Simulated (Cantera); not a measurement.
An adiabatic, constant-volume homogeneous reactor starts with 8.08 % H₂, 7.62 % O₂, 84.0 % N₂, 0.121 % NO, 0.154 % CO₂, at 1650 K and 3.75 atm.

Computed with Cantera and GRI-Mech 3.0 (53 species, 325 reactions). The hydrogen kinetics of GRI-Mech 3.0 are dated; newer H2 mechanisms differ, most at raised pressure.

Q: Predict: time of steepest temperature rise; temperature at 3.00 s; equilibrium temperature; x(H₂) at 3.00 s; x(O₂) at 3.00 s; x(NO) at 3.00 s; x(OH) at 3.00 s; x(NO₂) at 3.00 s; x(N₂O) at 3.00 s.

A: 
```json
{
 "time_of_steepest_temperature_rise": "5.61 µs",
 "temperature at 3.00 s": "2314 K",
 "equilibrium_temperature": "2314 K",
 "x(H₂) at 3.00 s": "0.000448 (gas-phase equilibrium 0.000448)",
 "x(O₂) at 3.00 s": "0.0338 (gas-phase equilibrium 0.0338)",
 "x(NO) at 3.00 s": "0.00684 (gas-phase equilibrium 0.00684)",
 "x(OH) at 3.00 s": "0.00296 (gas-phase equilibrium 0.00296)",
 "x(NO₂) at 3.00 s": "6.80e-6 (gas-phase equilibrium 6.80e-6)",
 "x(N₂O) at 3.00 s": "9.04e-7 (gas-phase equilibrium 9.04e-7)"
}
```
